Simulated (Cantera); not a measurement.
Equilibrium for aluminium nitride and oxide growth: Al(CH₃)₃ + NH₃ + H₂

Charge: 1 mol Al(CH₃)₃, 260 mol NH₃, 13 mol H₂, held at 13.3 mbar.

These are equilibrium values from Cantera (NASA tables, ideal gas, pure condensed phases), not measurements of a reactor. Candidate condensed phases: Al, AlN, C, C₆H₆, C₇H₈, C₈H₁₈; 97 gas species. The feed counts by its element totals alone. Equilibrium is a limit: real reactors are often held back by kinetics, nucleation or transport.

```json
[
 {"T (K)": "725", "x H₂": "0.752", "x N₂": "0.243", "x CH₄": "0.00562", "x HCN": "7.25e-10", "x H": "<1e-12", "x NH₃": "2.93e-5", "x C₂H₂ (acetylene)": "<1e-12", "n AlN(s)": "1.00", "n C(graphite)": "0"},
 {"T (K)": "825", "x H₂": "0.752", "x N₂": "0.243", "x CH₄": "0.00562", "x HCN": "6.06e-8", "x H": "5.96e-11", "x NH₃": "1.00e-5", "x C₂H₂ (acetylene)": "1.85e-12", "n AlN(s)": "1.00", "n C(graphite)": "0"},
 {"T (K)": "925", "x H₂": "0.757", "x N₂": "0.242", "x CH₄": "0.00173", "x HCN": "6.05e-7", "x H": "1.96e-9", "x NH₃": "4.29e-6", "x C₂H₂ (acetylene)": "9.61e-11", "n AlN(s)": "1.00", "n C(graphite)": "2.07"},
 {"T (K)": "1025", "x H₂": "0.758", "x N₂": "0.241", "x CH₄": "0.000563", "x HCN": "3.28e-6", "x H": "3.29e-8", "x NH₃": "2.14e-6", "x C₂H₂ (acetylene)": "1.67e-9", "n AlN(s)": "1.00", "n C(graphite)": "2.70"},
 {"T (K)": "1125", "x H₂": "0.759", "x N₂": "0.241", "x CH₄": "0.000221", "x HCN": "1.31e-5", "x H": "3.35e-7", "x NH₃": "1.20e-6", "x C₂H₂ (acetylene)": "1.74e-8", "n AlN(s)": "1.00", "n C(graphite)": "2.87"},
 {"T (K)": "1225", "x H₂": "0.759", "x N₂": "0.241", "x CH₄": "0.000101", "x HCN": "4.18e-5", "x H": "2.35e-6", "x NH₃": "7.38e-7", "x C₂H₂ (acetylene)": "1.23e-7", "n AlN(s)": "1.00", "n C(graphite)": "2.92"},
 {"T (K)": "1325", "x H₂": "0.759", "x N₂": "0.241", "x CH₄": "5.15e-5", "x HCN": "0.000112", "x H": "1.23e-5", "x NH₃": "4.87e-7", "x C₂H₂ (acetylene)": "6.46e-7", "n AlN(s)": "1.00", "n C(graphite)": "2.91"},
 {"T (K)": "1425", "x H₂": "0.759", "x N₂": "0.241", "x CH₄": "2.89e-5", "x HCN": "0.000259", "x H": "5.15e-5", "x NH₃": "3.40e-7", "x C₂H₂ (acetylene)": "2.67e-6", "n AlN(s)": "1.000", "n C(graphite)": "2.84"},
 {"T (K)": "1525", "x H₂": "0.758", "x N₂": "0.241", "x CH₄": "1.75e-5", "x HCN": "0.000537", "x H": "0.000178", "x NH₃": "2.49e-7", "x C₂H₂ (acetylene)": "9.17e-6", "n AlN(s)": "1.000", "n C(graphite)": "2.69"},
 {"T (K)": "1625", "x H₂": "0.758", "x N₂": "0.241", "x CH₄": "1.13e-5", "x HCN": "0.00102", "x H": "0.000532", "x NH₃": "1.89e-7", "x C₂H₂ (acetylene)": "2.69e-5", "n AlN(s)": "0.998", "n C(graphite)": "2.40"}
]
```
x: gas mole fraction; n: condensed amount in mol.

From 725 K to 825 K the condensed part is AlN(s). From 925 K to 1625 K the condensed part is AlN(s) + C(graphite).
